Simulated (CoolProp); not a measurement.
Computed with CoolProp (reference Helmholtz-energy equation of state, Platzer 1990). This equation is an older, rougher fit.

Task: For c-C4F8 (RC318), give the phase and the density (kg/m³), cv (kJ/(kg K)), speed of sound (m/s) at 87.25 °C and 3.83 bar.

Result: 
- 87.25 °C and 3.83 bar: gas; density 27.3, cv 0.840, speed of sound 118
